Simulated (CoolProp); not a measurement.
A simple Rankine cycle with R236FA: condensing at 302.15 K, boiler at 1.42 MPa, turbine inlet 363.9 K, turbine efficiency 0.6, pump efficiency 0.7, no recuperator. Each further row changes one setting.

Values from CoolProp's reference Helmholtz-energy equation of state, Pan 2012.

| case | thermal efficiency (%) | net work (kJ/kg) | heat in (kJ/kg) | turbine exit temperature (K) | volume ratio over the turbine |
|---|---|---|---|---|---|
| as stated | 7.2 | ? | 181 | 330.0 | 5.32 |
| turbine inlet 383.9 K | 7.2 | 14.7 | ? | ? | ? |
| condensing temperature 294.15 K | 8.2 | 15.6 | 191 | 325.8 | ? |
| boiler pressure 0.994 MPa | 5.8 | 11.0 | 190 | 341.4 | 3.41 |
| turbine efficiency 0.5 | ? | 10.7 | 181 | 332.6 | 5.38 |

### Question
Complete the blanks.

### Answer

- as stated, net work (kJ/kg): 13.1
- turbine inlet 383.9 K, heat in (kJ/kg): 204
- turbine inlet 383.9 K, turbine exit temperature (K): 353.3
- turbine inlet 383.9 K, volume ratio over the turbine: 5.03
- condensing temperature 294.15 K, volume ratio over the turbine: 6.98
- turbine efficiency 0.5, thermal efficiency (%): 5.9
